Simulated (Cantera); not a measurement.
Input: 1 mol HMDSO, 0.13 mol CO2, 180 mol N2, 1.4 mol N2O, at 1950 K and 0.630 bar.

These are equilibrium values from Cantera (NASA tables, ideal gas, pure condensed phases), not measurements of a reactor. Candidate condensed phases: C, C6H6, C7H8, C8H18, H2O, Si, SiC, SiO2, Si2N2O, Si3N4; 151 gas species. The feed counts by its element totals alone. Kinetics and transport are ignored.

**Question.** What is the equilibrium state?

**Answer.** 
```
Item                                  Value
--------------------------------  ---------
x(N2)                                 0.938
x(H2)                                0.0451
x(CO)                                0.0137
x(HCN)                              0.00248
x(H)                               0.000307
x(HNC)                             0.000128
x(SiO)                             0.000113
x(C2H2 (acetylene))                 2.47e-5
x(Si)                               1.71e-6
n(C(graphite))                     1.00 mol
n(SiC(s))                          1.98 mol
gas amount                        193.1 mol
log10 activity of Si(l) (absent)      -1.34
```
